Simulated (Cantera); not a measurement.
A freely propagating, adiabatic, planar premixed flame of CO : H₂ : CH₄ : O₂ : N₂ : H₂O = 1 : 0.054 : 0.5 : 1.39 : 5.22 : 0.68 (molar parts), equivalence ratio 1.1, unburnt at 450 K and 5.00 bar; multicomponent+Soret transport, grid criteria slope 0.08 and curve 0.16, no radiation.

Computed with Cantera and GRI-Mech 3.0 (53 species, 325 reactions). Burning velocities carry a grid error of a few per cent, more on coarse grids.

### Question
Predict: laminar burning velocity; thermal thickness; peak x(C₂H₆).

### Answer
```
Quantity                     Result
------------------------  ---------
laminar burning velocity  48.3 cm/s
thermal thickness          0.115 mm
peak x(C₂H₆)               0.000295
```
